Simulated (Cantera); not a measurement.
**Adiabatic ignition**

An adiabatic, constant-pressure homogeneous reactor starts with CH3OH : O2 : N2 = 1 : 0.714 : 6.21 (molar parts), at 1023 K and 3.26 atm.

Cantera simulation using GRI-Mech 3.0 (53 species, 325 reactions); the numbers are that mechanism's predictions, not measurements. GRI-Mech 3.0 was tuned for natural gas; its chemistry of methanol as a main component is partial and can be far from experiment.

| t (s) | T (K) | x CH3OH | x O2 | x OH | x N2O | x H | x H2O2 | x HO2 |
|---|---|---|---|---|---|---|---|---|
| 9.00e-6 | 1023 | 0.126 | 0.0901 | <1e-12 | <1e-12 | 1.31e-12 | <1e-12 | 3.22e-10 |
| 2.88e-5 | 1023 | 0.126 | 0.0901 | <1e-12 | <1e-12 | 1.37e-12 | <1e-12 | 1.15e-9 |
| 9.19e-5 | 1023 | 0.126 | 0.0901 | <1e-12 | <1e-12 | 1.40e-12 | <1e-12 | 4.04e-9 |
| 0.000294 | 1023 | 0.126 | 0.0901 | <1e-12 | <1e-12 | 1.41e-12 | <1e-12 | 1.35e-8 |
| 0.000939 | 1023 | 0.126 | 0.0901 | <1e-12 | <1e-12 | 1.43e-12 | 3.00e-11 | 4.36e-8 |
| 0.00300 | 1023 | 0.126 | 0.0901 | <1e-12 | <1e-12 | 1.50e-12 | 7.82e-10 | 1.39e-7 |
| 0.00959 | 1023 | 0.126 | 0.0901 | 1.31e-12 | 2.22e-12 | 2.01e-12 | 1.39e-8 | 4.28e-7 |
| 0.0306 | 1023 | 0.126 | 0.0901 | 7.18e-12 | 2.14e-11 | 6.49e-12 | 1.65e-7 | 1.28e-6 |
| 0.0979 | 1024 | 0.126 | 0.0899 | 1.19e-9 | 3.74e-10 | 8.23e-10 | 3.01e-5 | 1.67e-5 |
| 0.313 | 1794 | <1e-12 | 1.52e-9 | 5.11e-6 | 2.94e-11 | 5.68e-5 | 7.74e-12 | 1.33e-12 |
| 1.00 | 1794 | <1e-12 | 1.52e-9 | 5.11e-6 | 2.94e-11 | 5.68e-5 | 7.74e-12 | 1.33e-12 |
x: mole fraction; the columns are a selection and need not sum to one.

```yaml
time_of_steepest_temperature_rise: 0.117 s
temperature at 1.00 s: 1794 K
equilibrium_temperature: 1794 K
x(CH3OH) at 1.00 s: <1e-12 (gas-phase equilibrium <1e-12)
x(O2) at 1.00 s: 1.52e-9 (gas-phase equilibrium 1.52e-9)
x(OH) at 1.00 s: 5.11e-6 (gas-phase equilibrium 5.11e-6)
```
